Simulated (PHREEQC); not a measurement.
Dissolve 0.15 mol/kgw KOH, 0.0072 mol/kgw K2SO4 and 0.95 mol/kgw KH2PO4 at 25 °C. Closed to the air; pH follows from the charge balance.

Computed with PHREEQC (ion-association model, phreeqc.dat).

| quantity | before | after |
|---|---|---|
| pH | 5.76 | 6.12 |
| ionic strength (mol/kgw) | 1.19 | 1.42 |
| K+ (mol/kgw) | 1.08 | 1.19 |
| H2PO4- (mol/kgw) | 0.800 | 0.650 |

Which change was made?
A. diluted 10-fold with water
B. KOH from 0.15 to 0.015 mol/kgw
C. K2SO4 from 0.0072 to 0.00144 mol/kgw
D. KOH from 0.15 to 0.3 mol/kgw
E. K2SO4 from 0.0072 to 0.00648 mol/kgw

D, KOH from 0.15 to 0.3 mol/kgw

This is a speciation only: nothing precipitates in the calculation. The ionic strength passes 0.7 mol/kgw, the rough limit of the ion-association models, in every such run.
